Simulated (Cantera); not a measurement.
A perfectly stirred reactor is fed with 0.773 % CH4, 1.37 % O2, 97.9 % N2, at 3.30 bar; it is held at 1025 K, and followed from long to short residence time.

Model: GRI-Mech 3.0 (53 species, 325 reactions), integrated in Cantera.

Task: Predict: x(CH4) at τ = 23.0 s; x(O2) at τ = 23.0 s; x(H) at τ = 23.0 s; x(CO2) at τ = 23.0 s; x(CH4) at τ = 74.0 ms; x(O2) at τ = 74.0 ms.

Result: 
| Item | Value |
|---|---|
| x(CH4) at τ = 23.0 s | 0.000524 |
| x(O2) at τ = 23.0 s | 0.000905 |
| x(H) at τ = 23.0 s | 5.45e-8 |
| x(CO2) at τ = 23.0 s | 0.00500 |
| x(CH4) at τ = 74.0 ms | 0.00773 |
| x(O2) at τ = 74.0 ms | 0.0137 |
